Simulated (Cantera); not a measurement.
A Cantera script and what it prints.

```python
import numpy as np
import cantera as ct

gas_names = """
    H HO2 H2 H2O H2O2 Mg MgH MgO MgOH MgO2H2 Mg2 O OH O2 O3 Si SiH SiH2 SiH3 SiH4 SiO SiO2 Si2 Si3
""".split()
cond_names = """
    H2O(s) H2O(L) Mg(cr) Mg(L) MgO(s) MgO(L) MgO2H2(s) MgSiO3(I) MgSiO3(II) MgSiO3(III) MgSiO3(L)
    Mg2SiO4(s) Mg2SiO4(L) Si(cr) Si(L) SiO2(Lqz) SiO2(hqz) SiO2(L)
""".split()


# ... load() reads the species with a 1 bar reference pressure and builds the phases ...
atoms = {
    'SiO2': {'Si': 1, 'O': 2},
    'MgO': {'Mg': 1, 'O': 1},
    'H2': {'H': 2},
}
top_T = {}  # K; cautious upper limits of use, not melting points


# ... equilibrate(T, P, feed) seeds the gas with the atoms and calls Mixture.equilibrate('TP', solver="vcs", rtol=1e-11, max_steps=5000) ...
results = []
T = 1398.15  # K
P = 4100  # Pa
for m in [0.34, 0.4, 0.46, 0.54, 0.63, 0.73, 0.86, 1, 1.2, 1.4, 1.6]:
    feed = {'SiO2': 1, 'MgO': m, 'H2': 5.9}  # mol
    mix = equilibrate(T, P, feed)
    results.append((T, P, feed, dict(zip(mix.species_names, mix.species_moles))))

top = {s: max(r[3][s] / sum(r[3][g] for g in gas_names) for r in results) for s in gas_names}
cols = sorted((s for s in top if top[s] > 0.001), key=lambda s: -top[s])[:5]
seen = [c for c in cond_names if any(r[3].get(c, 0) > 1e-12 for r in results)]
print("log10 of partial pressures in bar; condensed amounts in mol")
print(f"{'n(MgO)':>10s}" + "".join(f"{s[:9]:>10s}" for s in cols + seen))
for T, P, feed, n in results:
    ng = sum(n[g] for g in gas_names)
    print(f"{feed['MgO']:10.4g}" + "".join(f"{np.log10(max(n[s] / ng * P / 1e5, 1e-99)):10.3f}" for s in cols)
          + "".join(f"{n.get(c, 0):10.4g}" for c in seen))
```

Output:

```
log10 of partial pressures in bar; condensed amounts in mol
    n(MgO)        H2 MgSiO3(II Mg2SiO4(s SiO2(hqz)
      0.34    -1.387      0.34         0    0.6598
       0.4    -1.387       0.4         0    0.5998
      0.46    -1.387      0.46         0    0.5398
      0.54    -1.387      0.54         0    0.4598
      0.63    -1.387      0.63         0    0.3698
      0.73    -1.387      0.73         0    0.2698
      0.86    -1.387      0.86         0    0.1398
         1    -1.387    0.9996 0.0001719         0
       1.2    -1.387    0.7996    0.2002         0
       1.4    -1.387    0.5996    0.4002         0
       1.6    -1.387    0.3996    0.6002         0
```

These are equilibrium values from Cantera (NASA tables, ideal gas, pure condensed phases), not measurements of a reactor. Mutual solubility and eutectic melting of coexisting phases are not modelled. The tables hold silica as quartz up to 1696 K and as liquid above; real silica turns to tridymite and cristobalite and melts near 1996 K. Condensed phases not in the tables: alloys, solid solutions and most ternary compounds.
